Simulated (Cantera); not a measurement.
**n-butane + H2 (carbon deposition, reforming and gasification)**

Charge: 1 mol n-butane, 1.9 mol H2, equilibrated at 3.20 mbar.

These are equilibrium values from Cantera (NASA tables, ideal gas, pure condensed phases), not measurements of a reactor. Candidate condensed phases: C, C6H6, C7H8, C8H18; 76 gas species. Kinetics and transport are ignored.

From 1998 K to 2598 K the condensed part is C(graphite). The main C-bearing gas is C2H2 (acetylene) throughout. The share of C in condensed phases is highest at 1998 K (99.7 %) and lowest at 2598 K (95.4 %).

```tsv
T (K)	x H2	x H	x C2H2 (acetylene)	x C2H	n C(graphite)
1998	0.971	0.0279	0.000736	3.94e-7	3.99
2073	0.953	0.0454	0.00117	1.32e-6	3.98
2148	0.927	0.0709	0.00178	4.06e-6	3.97
2223	0.891	0.107	0.00258	1.14e-5	3.96
2298	0.841	0.155	0.00360	2.99e-5	3.95
2373	0.777	0.218	0.00478	7.23e-5	3.92
2448	0.699	0.294	0.00605	0.000163	3.90
2523	0.609	0.383	0.00725	0.000344	3.86
2598	0.510	0.480	0.00820	0.000678	3.81
```
x: gas mole fraction; n: condensed amount in mol.
